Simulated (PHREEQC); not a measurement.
A solution holds 0.026 mol HCl, 0.084 mol AlCl3 and 0.0059 mol MgCl2 per kg of water, at 20 °C. Closed to the air; pH follows from the charge balance.

Model: ion-association model, wateq4f.dat, run in PHREEQC.

No solid was allowed to form.

**Question.** Predict the pH.

**Answer.** pH 1.70.

Complexes and solids missing from the database can't appear.
